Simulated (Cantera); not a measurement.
A perfectly stirred reactor is fed with 0.151 % H2, 28.4 % O2, 71.1 % N2, 0.313 % H2O, at 22.5 Torr; it is held at 1325 K, and followed from long to short residence time.

Model: GRI-Mech 3.0 (53 species, 325 reactions), integrated in Cantera. Radical loss at walls, strong at low pressure, is not modelled.

One state of this run: x H2 = 0.00115; x O2 = 0.284; x NO = 1.04e-11; x N2O = 1.93e-10; x H = 1.40e-5; x H2O = 0.00339; x O = 0.000247. x: mole fraction; the columns are a selection and need not sum to one.

**Question.** Which value of τ (s) does it belong to?
A) 13
B) 0.0015
C) 0.072
D) 3.6

**Answer.** B, 0.0015
